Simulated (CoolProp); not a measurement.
The numbers come from the reference Helmholtz-energy equation of state, Thol 2016 in CoolProp.

Q: For hexamethyldisiloxane (MM), give the phase and the speed of sound (m/s), Joule-Thomson coefficient (K/MPa) at 346.85 °C and 113 kPa.

A: 
- 346.85 °C and 113 kPa: gas; speed of sound 178, Joule-Thomson coefficient 5.31
